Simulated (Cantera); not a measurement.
Feed: 1 mol HI, 1.1 mol O2, 5.7 mol H2, at 2900000 Pa.

Method: chemical equilibrium by Gibbs-energy minimisation in Cantera with the NASA 1993 tables (ideal gas, pure condensed phases). Candidate condensed phases: H2O, I2; 12 gas species. Equilibrium is a limit: real reactors are often held back by kinetics, nucleation or transport. All values below are at 2248 K.

Base state: H2 0.537, H2O 0.318, HI 0.0817, I 0.0608, I2 0.00110, H 0.001000, OH 8.87e-5 (mole fractions); condensed: gas only.

**Question.** What changes in the equilibrium state with this change: O2 from 1.1 to 1.5 mol?

**Answer.** 
```
species    before     after
-------  --------  --------
H2O         0.318     0.433
H2          0.537     0.423
HI         0.0817    0.0771
I          0.0608    0.0647
OH        8.87e-5  0.000136
I2        0.00110   0.00124
H        0.001000  0.000887
```
